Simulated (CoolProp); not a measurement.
Vapour-liquid equilibrium of R113 (1) + benzene (2) at 324.3 K; x and y are mole fractions of (1).

Model: multi-fluid Helmholtz-energy mixture model, Marx 1992 and Thol 2012; pair parameters Bell 2016, in CoolProp.

Task: Give the bubble pressure and the first vapour's composition at x = 0.05, 0.65, 0.95. Is there an azeotrope?

Result: x = 0.05: 0.04628 MPa, y = 0.219; x = 0.65: 0.09548 MPa, y = 0.814; x = 0.95: 0.1113 MPa, y = 0.972. No azeotrope shows between x = 0.05 and 0.95.

The pair parameters rest on a limited set of measurements; away from them the model extrapolates.
